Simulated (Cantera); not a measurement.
Input: 1 mol CH₃SiH₃, 0.063 mol C₂H₄, 240 mol H₂, 0.051 mol C₂H₂, equilibrated at 0.00130 bar.

Cantera equilibrium calculation (NASA polynomials, part measured and part estimated; ideal gas, pure solids and liquids). Candidate condensed phases: C, C₆H₆, C₇H₈, C₈H₁₈, Si, SiC; 87 gas species. The feed counts by its element totals alone. Equilibrium is a limit: real reactors are often held back by kinetics, nucleation or transport.

**Question.** Which condensed phases are stable at each of these points (T (K)): 1000, 1100, 1200, 1300, 1400, 1500, 1600, 1700, 1800, 1900, 2000, 2100, 2200, 2300?

**Answer.** 
```csv
T (K),condensed phases,Si condensed (%)
1000,C(graphite) + SiC(s),100.0
1100,C(graphite) + SiC(s),100.0
1200,C(graphite) + SiC(s),100.0
1300,C(graphite) + SiC(s),100.0
1400,C(graphite) + SiC(s),100.0
1500,C(graphite) + SiC(s),100.0
1600,C(graphite) + SiC(s),100.0
1700,C(graphite) + SiC(s),99.8
1800,C(graphite) + SiC(s),98.4
1900,C(graphite) + SiC(s),90.3
2000,C(graphite) + SiC(s),48.6
2100,C(graphite),0.0
2200,gas only,0.0
2300,gas only,0.0
```

From 1000 K to 2000 K the condensed part is C(graphite) + SiC(s). At 2100 K the condensed part is C(graphite). From 2200 K to 2300 K nothing is condensed.
